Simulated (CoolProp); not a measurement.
Values from CoolProp's reference Helmholtz-energy equation of state, Span 2000.

Q: For nitrogen, give the phase and the cv (kJ/(kg K)), Joule-Thomson coefficient (K/MPa), Prandtl number at 187.7 K and 0.537 MPa; 187.7 K and 1.7 MPa; 187.7 K and 3.02 MPa.

A: 
- 187.7 K and 0.537 MPa: gas; cv 0.747, Joule-Thomson coefficient 5.19, Prandtl number 0.753
- 187.7 K and 1.7 MPa: gas; cv 0.758, Joule-Thomson coefficient 5.02, Prandtl number 0.784
- 187.7 K and 3.02 MPa: gas; cv 0.771, Joule-Thomson coefficient 4.78, Prandtl number 0.821

Viscosity comes from a separate model (Lemmon 2004). Thermal conductivity comes from a separate model (Lemmon 2004).
